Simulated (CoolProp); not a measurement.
Ethanol along the isotherm 430.8 K: fugacity coefficient from the reference equation and from simpler models built on Tc = 514.7 K, pc = 6.268 MPa, ω = 0.644; each cubic takes its own stable root.

Model: reference Helmholtz-energy equation of state, Schroeder 2014, in CoolProp.

```json
[
 {"p (MPa)": "1.31", "phase": "liquid", "reference": "0.7862"},
 {"p (MPa)": "2.61", "phase": "liquid", "reference": "0.4051"},
 {"p (MPa)": "3.92", "phase": "liquid", "reference": "0.2769"},
 {"p (MPa)": "5.22", "phase": "liquid", "reference": "0.2134"},
 {"p (MPa)": "6.53", "phase": "liquid", "reference": "0.1750"},
 {"p (MPa)": "7.83", "phase": "liquid", "reference": "0.1498"},
 {"p (MPa)": "9.14", "phase": "liquid", "reference": "0.1316"},
 {"p (MPa)": "10.4", "phase": "liquid", "reference": "0.1186"},
 {"p (MPa)": "11.8", "phase": "liquid", "reference": "0.1074"},
 {"p (MPa)": "13.1", "phase": "liquid", "reference": "0.09918"},
 {"p (MPa)": "14.4", "phase": "liquid", "reference": "0.09251"},
 {"p (MPa)": "15.7", "phase": "liquid", "reference": "0.08699"}
]
```

Task: How far does each simpler model (van der Waals, Redlich-Kwong, Soave-Redlich-Kwong) lie from the reference over these 12 states: mean and median of the absolute difference, and the worst?

Result: 
- van der Waals: mean 130.0 %, median 139.4 %, worst +167.6 % at 430.8 K and 15.7 MPa
- Redlich-Kwong: mean 66.9 %, median 71.2 %, worst +79.0 % at 430.8 K and 15.7 MPa
- Soave-Redlich-Kwong: mean 4.9 %, median 4.9 %, worst +8.2 % at 430.8 K and 15.7 MPa

At some of these states van der Waals, Redlich-Kwong gives the other phase, because its saturation line lies elsewhere.
